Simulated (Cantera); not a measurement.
A perfectly stirred reactor is fed with C3H8 : O2 : N2 = 1 : 2.94 : 32.4 (molar parts), equivalence ratio 1.7, at 1.48 atm; it is adiabatic with a 475 K inlet, and is followed from long to short residence time, starting on the burning branch (τ in s: 0.024, 0.014, 0.0081, 0.0047, 0.0028, 0.0016, 0.00096, 0.00056, 0.00033, 0.00019, 0.00011, 6.6e-05).

Model: GRI-Mech 3.0 (53 species, 325 reactions), integrated in Cantera. GRI-Mech 3.0 was tuned for natural gas; its chemistry of propane as a main component is partial and can be far from experiment.

Question: What does this change do: C3H8 1 to 0.61 parts?

Answer: 
```json
[
 {"quantity": "state", "before": "not burning at any residence time tried", "after": "not reached"},
 {"quantity": "x(C3H8) at τ = 24.0 ms", "before": "0.0275", "after": "8.02e-6"},
 {"quantity": "x(O2) at τ = 24.0 ms", "before": "0.0809", "after": "0.00170"},
 {"quantity": "x(CH2CO) at τ = 24.0 ms", "before": "<1e-12", "after": "3.38e-6"},
 {"quantity": "x(CH3) at τ = 24.0 ms", "before": "<1e-12", "after": "1.17e-5"},
 {"quantity": "x(CO) at τ = 24.0 ms", "before": "<1e-12", "after": "0.00597"},
 {"quantity": "x(C3H8) at τ = 0.960 ms", "before": "0.0275", "after": "0.0170"},
 {"quantity": "x(O2) at τ = 0.960 ms", "before": "0.0809", "after": "0.0818"},
 {"quantity": "x(CH2CO) at τ = 0.960 ms", "before": "<1e-12", "after": "<1e-12"},
 {"quantity": "x(CH3) at τ = 0.960 ms", "before": "<1e-12", "after": "<1e-12"},
 {"quantity": "x(CO) at τ = 0.960 ms", "before": "<1e-12", "after": "<1e-12"},
 {"quantity": "blow-out, bracketed by the residence times tried", "before": "not reached", "after": "burning at 24.0 ms, out at 14.0 ms"}
]
```
